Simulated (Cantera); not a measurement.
**SiCl4 + HCl + H2 (chlorosilane synthesis and conversion)**

A closed system holds: 1 mol SiCl4, 1.9 mol HCl, 1.7 mol H2, equilibrated at 0.190 bar.

Method: chemical equilibrium by Gibbs-energy minimisation in Cantera with the NASA 1993 tables (ideal gas, pure condensed phases). Candidate condensed phases: Si; 19 gas species. The tables' values for SiCl3 are old estimates; treat these amounts as uncertain. Rates play no part.

```tsv
T (°C)	log p HCl	log p H2	log p SiCl4	log p SiHCl3	log p SiCl3
500	-1.11	-1.15	-1.38	-4.63	-7.46
550	-1.11	-1.15	-1.38	-4.35	-6.74
600	-1.10	-1.15	-1.38	-4.10	-6.10
650	-1.10	-1.15	-1.39	-3.88	-5.53
700	-1.10	-1.15	-1.39	-3.69	-5.02
750	-1.10	-1.16	-1.39	-3.51	-4.57
800	-1.10	-1.16	-1.39	-3.36	-4.16
850	-1.10	-1.16	-1.39	-3.22	-3.79
900	-1.10	-1.16	-1.40	-3.09	-3.45
950	-1.10	-1.16	-1.41	-2.98	-3.15
```
log p: log10 of the partial pressure in bar; nothing condenses.

From 500 °C to 950 °C nothing is condensed. The main Si-bearing gas is SiCl4 throughout.
